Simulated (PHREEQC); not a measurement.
Alkaline etch or developer

Consider water at 20 °C with 0.056 mol TMAH and 1.4e-06 mol H4SiO4 per kg of water. It is in equilibrium with CO2 at log p = -3.4 (atm). Otherwise closed; pH follows from the charge balance.

All values are PHREEQC results (ion-association model, phreeqc.dat), not measurements.

```yaml
pH: 9.63
ionic_strength: 0.0672 mol/kgw
total_alkalinity: 56.0 meq/kg
```

| species | molality | activity | log γ |
|---|---|---|---|
| (CH3)4N+ | 0.0560 | 0.0447 | -0.098 |
| HCO3- | 0.0336 | 0.0274 | -0.090 |
| CO3-2 | 0.0112 | 0.00488 | -0.359 |
| OH- | 3.65e-5 | 2.89e-5 | -0.101 |
| CO2 | 1.54e-5 | 1.56e-5 | 0.007 |
| H4SiO4 | 8.41e-7 | 8.55e-7 | 0.007 |
| H3SiO4- | 5.58e-7 | 4.46e-7 | -0.098 |

This is a speciation only: nothing precipitates in the calculation. Complexes and solids missing from the database can't appear. (CH3)4N+ isn't in the database: it is added as a free cation with an ion size of 4 Å.
